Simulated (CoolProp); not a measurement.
Vapour-liquid equilibrium of n-pentane (1) + the fluoroketone C6F12O (FK-5-1-12) (2) at 0.431 MPa; x and y are mole fractions of (1).

The numbers come from the multi-fluid Helmholtz-energy mixture model, Thol 2019 and McLinden 2015; pair parameters Bell 2016 in CoolProp.

```json
[
 {"x": "0.05", "bubble temperature (°C)": "94.5", "y at the bubble point": "0.123", "dew temperature at overall composition x (°C)": "96.9", "liquid density (mol/L)": "4.386"},
 {"x": "0.15", "bubble temperature (°C)": "87.7", "y at the bubble point": "0.319", "dew temperature at overall composition x (°C)": "93.6", "liquid density (mol/L)": "4.646"},
 {"x": "0.25", "bubble temperature (°C)": "82.8", "y at the bubble point": "0.451", "dew temperature at overall composition x (°C)": "90.1", "liquid density (mol/L)": "4.903"},
 {"x": "0.35", "bubble temperature (°C)": "79.7", "y at the bubble point": "0.535", "dew temperature at overall composition x (°C)": "86.5", "liquid density (mol/L)": "5.162"},
 {"x": "0.45", "bubble temperature (°C)": "78.1", "y at the bubble point": "0.589", "dew temperature at overall composition x (°C)": "82.8", "liquid density (mol/L)": "5.438"},
 {"x": "0.55", "bubble temperature (°C)": "77.3", "y at the bubble point": "0.625", "dew temperature at overall composition x (°C)": "79.2", "liquid density (mol/L)": "5.744"},
 {"x": "0.65", "bubble temperature (°C)": "77.1", "y at the bubble point": "0.655", "dew temperature at overall composition x (°C)": "77.1", "liquid density (mol/L)": "6.093"},
 {"x": "0.75", "bubble temperature (°C)": "77.3", "y at the bubble point": "0.689", "dew temperature at overall composition x (°C)": "78.5", "liquid density (mol/L)": "6.496"},
 {"x": "0.85", "bubble temperature (°C)": "78.4", "y at the bubble point": "0.747", "dew temperature at overall composition x (°C)": "81.4", "liquid density (mol/L)": "6.952"},
 {"x": "0.95", "bubble temperature (°C)": "82.2", "y at the bubble point": "0.873", "dew temperature at overall composition x (°C)": "84.7", "liquid density (mol/L)": "7.443"}
]
```

y crosses x between x = 0.65 and 0.75: the model has an azeotrope there.

Pair parameters are fitted to limited data, so mixtures are less certain than the pure fluids.
